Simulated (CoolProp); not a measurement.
Water along the isobar 28.5 MPa: fugacity coefficient from the reference equation and from simpler models built on Tc = 647.1 K, pc = 22.06 MPa, ω = 0.344; each cubic takes its own stable root.

Model: reference Helmholtz-energy equation of state, Wagner 2002, in CoolProp.

```
T (K)   phase   reference  van der Waals  Soave-Redlich-Kwong  Peng-Robinson
-----  ------  ----------  -------------  -------------------  -------------
348.5  liquid    0.001633        0.04726             0.001518       0.001570
366.6  liquid    0.003291     (withheld)             0.003180       0.003236
384.8  liquid    0.006160        0.08115             0.006145       0.006170
402.9  liquid     0.01075         0.1023              0.01100     (withheld)
421.1  liquid     0.01776         0.1263           (withheld)        0.01828
439.2  liquid     0.02783         0.1529              0.02957        0.02891
457.4  liquid     0.04182         0.1823              0.04501        0.04376
475.5  liquid  (withheld)         0.2139              0.06555        0.06345
493.7  liquid     0.08425         0.2480              0.09212        0.08887
511.8  liquid      0.1139         0.2838               0.1250         0.1203
530    liquid  (withheld)     (withheld)               0.1648         0.1583
548.1  liquid      0.1925         0.3605               0.2113         0.2027
566.3  liquid      0.2419         0.4007               0.2644         0.2535
```

Problem. Fill in the missing entries.

Solution. 
- 366.6, van der Waals: 0.06276
- 402.9, Peng-Robinson: 0.01093
- 421.1, Soave-Redlich-Kwong: 0.01856
- 475.5, reference: 0.06033
- 530, reference: 0.1501
- 530, van der Waals: 0.3215
